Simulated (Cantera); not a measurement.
Cantera run:

```python
import numpy as np
import cantera as ct

gas_names = """
    N NO NO2 NO3 N2 N2O O O2 O3 V VN VO VO2
""".split()
cond_names = """
    V(cr) V(L) VN(s) VO(s) VO(L) V2O3(s) V2O3(L) V2O4(I) V2O4(II) V2O4(L) V2O5(s) V2O5(L)
""".split()


# ... load() reads the species with a 1 bar reference pressure and builds the phases ...
atoms = {
    'V': {'V': 1},
    'O2': {'O': 2},
    'N2': {'N': 2},
}
top_T = {'VN(s)': 2300}  # K; cautious upper limits of use, not melting points


# ... equilibrate(T, P, feed) seeds the gas with the atoms and calls Mixture.equilibrate('TP', solver="vcs", rtol=1e-11, max_steps=5000) ...
results = []
feed = {'V': 1, 'O2': 0.1, 'N2': 5}  # mol
P = 1000  # Pa
for T in [750, 950, 1150, 1350, 1550, 1750, 1950, 2150]:
    mix = equilibrate(T, P, feed)
    results.append((T, P, feed, dict(zip(mix.species_names, mix.species_moles))))
    x = sorted(zip(gas.X, gas.species_names), reverse=True)
    print(f"T = {T:g} K  P = {P:g} Pa  gas = {mix.phase_moles(0):.4g} mol")
    print("   x: " + "  ".join(f"{s} {v:.3e}" for v, s in x if v > 1e-06))
    print("   condensed (mol): " + ("  ".join(f"{mix.phase(i).name} {mix.phase_moles(i):.4g}"
          for i in range(1, mix.n_phases) if mix.phase_moles(i) > 1e-12) or "none"))
```

Output:

```
T = 750 K  P = 1000 Pa  gas = 4.567 mol
   x: N2 1.000e+00
   condensed (mol): VN(s) 0.8667  V2O3(s) 0.06667
T = 950 K  P = 1000 Pa  gas = 4.567 mol
   x: N2 1.000e+00
   condensed (mol): VN(s) 0.8667  V2O3(s) 0.06667
T = 1150 K  P = 1000 Pa  gas = 4.567 mol
   x: N2 1.000e+00
   condensed (mol): VN(s) 0.8667  V2O3(s) 0.06667
T = 1350 K  P = 1000 Pa  gas = 4.567 mol
   x: N2 1.000e+00
   condensed (mol): VN(s) 0.8667  V2O3(s) 0.06667
T = 1550 K  P = 1000 Pa  gas = 4.6 mol
   x: N2 1.000e+00
   condensed (mol): VN(s) 0.8  VO(s) 0.2
T = 1750 K  P = 1000 Pa  gas = 4.6 mol
   x: N2 1.000e+00  VO 2.246e-06  VO2 1.484e-06
   condensed (mol): VN(s) 0.8  VO(s) 0.2
T = 1950 K  P = 1000 Pa  gas = 4.601 mol
   x: N2 9.999e-01  VO 8.774e-05  V 3.415e-05  VO2 1.964e-05
   condensed (mol): VN(s) 0.7999  VO(s) 0.1994
T = 2150 K  P = 1000 Pa  gas = 5.017 mol
   x: N2 9.965e-01  V 1.893e-03  VO 1.463e-03  VO2 1.246e-04
   condensed (mol): V(cr) 0.7911  VO(L) 0.1914
```

Cantera equilibrium calculation (NASA polynomials, part measured and part estimated; ideal gas, pure solids and liquids). Mutual solubility and eutectic melting of coexisting phases are not modelled. VN, VO: taken at fixed stoichiometry. Condensed phases not in the tables: the oxides between V2O3 and V2O5 other than VO2, solid solutions among these carbides, nitrides and lower oxides, V2N, N, O or C dissolved in the metal.
